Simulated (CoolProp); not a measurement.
Model: reference Helmholtz-energy equation of state, Lemmon 2005, in CoolProp. It is a short technical equation, of lower accuracy than the large ones.

Problem. For isobutene, give the phase and the Joule-Thomson coefficient (K/MPa), expansivity (1/kK), fugacity coefficient at 317.6 K and 14 bar; 317.6 K and 402 bar.

Solution. 
- 317.6 K and 14 bar: liquid; Joule-Thomson coefficient -0.167, expansivity 2.41, fugacity coefficient 0.346
- 317.6 K and 402 bar: liquid; Joule-Thomson coefficient -0.403, expansivity 1.34, fugacity coefficient 0.0479
